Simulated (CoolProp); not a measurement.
Aqueous sodium chloride as a coolant, 4 % by mass, freezing at -2.4 °C, 1 atm.

Values from CoolProp's Melinder's fits for secondary coolants.

```csv
T (°C),Prandtl number,cp (kJ/(kg K)),conductivity (W/(m K)),viscosity (mPa s)
2.7,12.1,3.966,0.564,(withheld)
7.4,10.3,3.968,0.573,(withheld)
12.2,8.89,3.970,(withheld),1.30
16.9,7.75,3.973,0.589,1.15
21.6,6.82,3.976,(withheld),1.03
26.4,6.05,3.979,0.605,(withheld)
31.1,5.42,3.983,0.613,0.834
35.9,4.90,3.988,0.620,0.762
```

Task: Complete the blanks.

Result: 
- 2.7, viscosity (mPa s): 1.71
- 7.4, viscosity (mPa s): 1.49
- 12.2, conductivity (W/(m K)): 0.581
- 21.6, conductivity (W/(m K)): 0.597
- 26.4, viscosity (mPa s): 0.920
